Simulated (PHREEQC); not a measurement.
Dissolve 0.011 mol/kgw KHSO4 at 80 °C. Closed to the air; pH follows from the charge balance.

All values are PHREEQC results (ion-association model, phreeqc.dat), not measurements.

Each row changes one thing in this solution. Precipitation was switched off in this run.

```csv
case,pH,ionic strength (mol/kgw),K+ (mol/kgw),HSO4- (mol/kgw),SO4-2 (mol/kgw),KSO4- (mol/kgw)
as made,2.33,0.0207,0.0106,0.00571,0.00486,0.000435
temperature from 80 to 15 °C,2.14,0.0267,0.0107,0.00285,0.00788,0.000269
diluted 2-fold with water,2.55,0.0115,0.00534,0.00236,0.00299,0.000155
KHSO4 from 0.011 to 0.022 mol/kgw,2.12,0.0374,0.0208,(withheld),0.00772,(withheld)
KHSO4 from 0.011 to 0.0165 mol/kgw,2.21,0.0293,0.0157,(withheld),0.00639,0.000776
```

Task: Complete the blanks.

Result: 
- KHSO4 from 0.011 to 0.022 mol/kgw, HSO4- (mol/kgw): 0.0131
- KHSO4 from 0.011 to 0.022 mol/kgw, KSO4- (mol/kgw): 0.00116
- KHSO4 from 0.011 to 0.0165 mol/kgw, HSO4- (mol/kgw): 0.00934

Complexes and solids missing from the database can't appear. At this temperature some constants are extrapolated from 25 °C, and those without enthalpy data are left unchanged.
